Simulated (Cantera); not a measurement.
Source: NASA polynomial tables (part measured, part estimated), evaluated in Cantera. Values are per mole of reaction as written; species without (g) are pure solids or liquids, kept so even where they would boil at 1 bar.

NbO2(g) + H2(g) → Nb + H2O2(g)

```json
[
 {"T (K)": "2050", "ΔH° (kJ)": "___", "ΔS° (J/K)": "___", "ΔG° (kJ)": "___", "log10 K": "___", "condensed phases": "Nb(s)"},
 {"T (K)": "2200", "ΔH° (kJ)": "76.5", "ΔS° (J/K)": "-126.9", "ΔG° (kJ)": "355.6", "log10 K": "-8.44", "condensed phases": "Nb(s)"},
 {"T (K)": "2350", "ΔH° (kJ)": "79.3", "ΔS° (J/K)": "-125.6", "ΔG° (kJ)": "374.5", "log10 K": "-8.32", "condensed phases": "Nb(s)"},
 {"T (K)": "2500", "ΔH° (kJ)": "___", "ΔS° (J/K)": "___", "ΔG° (kJ)": "___", "log10 K": "___", "condensed phases": "Nb(s)"},
 {"T (K)": "2650", "ΔH° (kJ)": "___", "ΔS° (J/K)": "___", "ΔG° (kJ)": "___", "log10 K": "___", "condensed phases": "Nb(s)"},
 {"T (K)": "2800", "ΔH° (kJ)": "___", "ΔS° (J/K)": "___", "ΔG° (kJ)": "___", "log10 K": "___", "condensed phases": "Nb(l)"},
 {"T (K)": "2950", "ΔH° (kJ)": "118.8", "ΔS° (J/K)": "-111.1", "ΔG° (kJ)": "446.4", "log10 K": "-7.90", "condensed phases": "Nb(l)"}
]
```

Problem. Complete the blanks.

Solution. 
- 2050, ΔH° (kJ): 73.9
- 2050, ΔS° (J/K): -128.1
- 2050, ΔG° (kJ): 336.5
- 2050, log10 K: -8.57
- 2500, ΔH° (kJ): 82.4
- 2500, ΔS° (J/K): -124.4
- 2500, ΔG° (kJ): 393.3
- 2500, log10 K: -8.22
- 2650, ΔH° (kJ): 85.9
- 2650, ΔS° (J/K): -123.0
- 2650, ΔG° (kJ): 411.8
- 2650, log10 K: -8.12
- 2800, ΔH° (kJ): 116.2
- 2800, ΔS° (J/K): -111.9
- 2800, ΔG° (kJ): 429.7
- 2800, log10 K: -8.02
